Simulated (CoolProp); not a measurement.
Decamethyltetrasiloxane (MD2M) along the isobar 1.03 MPa: density (kg/m³) from the reference equation and from simpler models built on Tc = 599.4 K, pc = 1.144 MPa, ω = 0.635; each cubic takes its own stable root.

Computed with CoolProp (reference Helmholtz-energy equation of state, Thol 2017).

| T (K) | phase | reference | van der Waals | Redlich-Kwong | Peng-Robinson |
|---|---|---|---|---|---|
| 244.9 | liquid | 903.3 | 494.2 | 732.8 | 852.4 |
| 256.8 | liquid | 891.2 | 489.8 | 725.7 | 847.1 |
| 268.7 | liquid | 879.3 | 485.4 | 718.4 | 841.6 |
| 280.6 | liquid | 867.4 | 480.9 | 710.9 | 835.7 |
| 292.4 | liquid | 855.7 | 476.3 | 703.1 | 829.6 |
| 304.3 | liquid | 844.0 | 471.5 | 695.1 | 823.0 |
| 316.2 | liquid | 832.3 | 466.7 | 686.7 | 816.2 |
| 328.1 | liquid | 820.5 | 461.7 | 678.1 | 808.9 |
| 340 | liquid | 808.8 | 456.7 | 669.2 | 801.3 |
| 351.8 | liquid | 797.0 | 451.5 | 660.1 | 793.3 |
| 363.7 | liquid | 785.1 | 446.2 | 650.6 | 784.8 |
| 375.6 | liquid | 773.1 | 440.6 | 640.8 | 775.7 |
